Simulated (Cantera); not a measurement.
## Ignition delay

Mixture: 38.7 % H2, 12.9 % O2, 48.4 % N2, equivalence ratio 1.5, at 5.00 bar, adiabatic and at constant pressure. Ignition delay is the time to a rise of 400 K.

Computed with Cantera and GRI-Mech 3.0 (53 species, 325 reactions). The hydrogen kinetics of GRI-Mech 3.0 are dated; newer H2 mechanisms differ, most at raised pressure. Where the delays flatten at high temperature, the 400 K rule measures the pace of heat release, not the induction time.

| T0 (K) | delay (ms) |
|---|---|
| 1223 | 0.0129 |
| 1273 | 0.00839 |
| 1323 | 0.00610 |
| 1373 | 0.00472 |
| 1423 | 0.00381 |
| 1473 | 0.00317 |
| 1523 | 0.00269 |
| 1573 | 0.00234 |
| 1623 | 0.00207 |
| 1673 | 0.00186 |
